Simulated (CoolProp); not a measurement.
C3F8 (R218) at 293.15 K and 1.2 MPa is throttled through a valve to 0.107 MPa with no heat exchange. Each further row changes one setting.

Model: reference Helmholtz-energy equation of state, Lemmon 2006, in CoolProp. It is a short technical equation, of lower accuracy than the large ones.

| case | temperature change (K) | final phase | final density (kg/m³) |
|---|---|---|---|
| as stated | ? | ? | 19.2 |
| outlet pressure 0.0321 MPa | ? | ? | ? |
| outlet pressure 0.139 MPa | ? | ? | ? |

Question: What belongs in the gaps?

Answer: 
- as stated, temperature change (K): -55.6
- as stated, final phase: two-phase, vapour fraction 0.559
- outlet pressure 0.0321 MPa, temperature change (K): -79.3
- outlet pressure 0.0321 MPa, final phase: two-phase, vapour fraction 0.718
- outlet pressure 0.0321 MPa, final density (kg/m³): 4.84
- outlet pressure 0.139 MPa, temperature change (K): -49.6
- outlet pressure 0.139 MPa, final phase: two-phase, vapour fraction 0.513
- outlet pressure 0.139 MPa, final density (kg/m³): 26.7
